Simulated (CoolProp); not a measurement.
Vapour-liquid equilibrium of ethane (1) + C3F8 (R218) (2) at 2.35 °C; x and y are mole fractions of (1).

Values from CoolProp's multi-fluid Helmholtz-energy mixture model, Bücker 2006 and Lemmon 2006; pair parameters Bell 2016.

```tsv
x	bubble pressure (MPa)	y at the bubble point	dew pressure at overall composition x (MPa)	liquid density (mol/L)
0.05	0.6037	0.259	0.4711	7.830
0.125	0.8407	0.475	0.5119	8.065
0.2	1.066	0.595	0.5598	8.308
0.275	1.271	0.669	0.6167	8.560
0.35	1.451	0.718	0.6856	8.824
0.425	1.608	0.755	?	9.105
0.5	1.747	0.785	0.8793	9.407
0.575	1.873	0.811	1.021	9.740
0.65	1.993	0.837	1.213	10.12
0.725	2.109	0.864	1.478	?
0.8	2.225	0.893	1.819	11.08
0.875	2.341	0.928	2.155	?
0.95	2.454	0.968	2.406	12.50
```

### Question
Complete the blanks.

### Answer

- 0.425, dew pressure at overall composition x (MPa): 0.7709
- 0.725, liquid density (mol/L): 10.56
- 0.875, liquid density (mol/L): 11.72

No azeotrope shows between x = 0.05 and 0.95.

Pair parameters are fitted to limited data, so mixtures are less certain than the pure fluids.
